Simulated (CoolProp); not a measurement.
Vapour-liquid equilibrium of n-pentane (1) + acetone (2) at 432.6 K; x and y are mole fractions of (1).

The numbers come from the multi-fluid Helmholtz-energy mixture model, Thol 2019 and Lemmon 2006; pair parameters Bell 2016 in CoolProp.

| x | bubble pressure (MPa) | y at the bubble point | dew pressure at overall composition x (MPa) | liquid density (mol/L) |
|---|---|---|---|---|
| 0.05 | 1.503 | 0.108 | 1.429 | 10.01 |
| 0.15 | ___ | 0.259 | 1.559 | ___ |
| 0.25 | ___ | 0.364 | 1.700 | ___ |
| 0.35 | 1.979 | 0.445 | 1.848 | 8.105 |
| 0.45 | 2.055 | 0.516 | 1.984 | 7.601 |
| 0.55 | 2.103 | 0.584 | 2.083 | 7.168 |
| 0.65 | 2.122 | 0.653 | 2.122 | ___ |
| 0.75 | 2.109 | 0.729 | ___ | 6.528 |
| 0.85 | 2.055 | 0.818 | 2.028 | 6.318 |
| 0.95 | 1.949 | 0.930 | 1.928 | 6.168 |

Task: Some entries are withheld; supply them.

Result: 
- 0.15, bubble pressure (MPa): 1.714
- 0.15, liquid density (mol/L): 9.309
- 0.25, bubble pressure (MPa): 1.868
- 0.25, liquid density (mol/L): 8.675
- 0.65, liquid density (mol/L): 6.810
- 0.75, dew pressure at overall composition x (MPa): 2.099

y crosses x between x = 0.65 and 0.75: the model has an azeotrope there.

Pair parameters are fitted to limited data, so mixtures are less certain than the pure fluids.
